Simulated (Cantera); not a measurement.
An isothermal plug-flow reactor at 1050 K and 3750 Torr (inlet), inlet velocity 1.4 m/s, active area per volume 180 1/m; feed CH4 : O2 : N2 : H2O = 0.0065 : 0.014 : 0.79 : 0.0059 (molar parts), equivalence ratio 0.93.

Cantera simulation using Deutschmann's 1995 Pt surface mechanism with GRI-Mech 3.0 gas chemistry; the numbers are that mechanism's predictions, not measurements. Catalytic surfaces can have several steady states; this one follows from the mechanism file's or the stated starting coverage. Mass transfer to the wall is taken as infinitely fast.

x: gas mole fraction; θ: surface coverage.

| z (m) | x CH4 | x O2 | x H2O | x CO2 | x CO | θ free Pt | θ O* | θ OH* |
|---|---|---|---|---|---|---|---|---|
| 0.00011 | 0.00795 | 0.0171 | 0.00726 | 1.50e-5 | 1.63e-6 | 0.272 | 0.724 | 0.00325 |
| 0.00021 | 0.00793 | 0.0171 | 0.00729 | ___ | ___ | 0.273 | 0.724 | 0.00326 |
| 0.00041 | 0.00790 | 0.0170 | 0.00735 | ___ | ___ | 0.273 | 0.724 | 0.00327 |
| 0.00079 | 0.00784 | 0.0169 | 0.00747 | 0.000115 | 5.00e-6 | 0.273 | 0.723 | 0.00330 |
| 0.0015 | 0.00773 | 0.0167 | 0.00768 | 0.000221 | 5.32e-6 | 0.274 | 0.723 | 0.00335 |
| 0.0029 | 0.00753 | 0.0163 | 0.00810 | 0.000429 | 5.24e-6 | 0.275 | 0.721 | 0.00344 |
| 0.0057 | 0.00712 | 0.0155 | 0.00891 | 0.000836 | 4.99e-6 | 0.278 | 0.718 | 0.00362 |
| 0.011 | 0.00638 | 0.0140 | 0.0104 | 0.00157 | 4.54e-6 | 0.284 | 0.712 | 0.00392 |

### Question
What belongs in the gaps?

### Answer

- 0.00021, x CO2: 2.92e-5
- 0.00021, x CO: 2.69e-6
- 0.00041, x CO2: 5.81e-5
- 0.00041, x CO: 4.00e-6
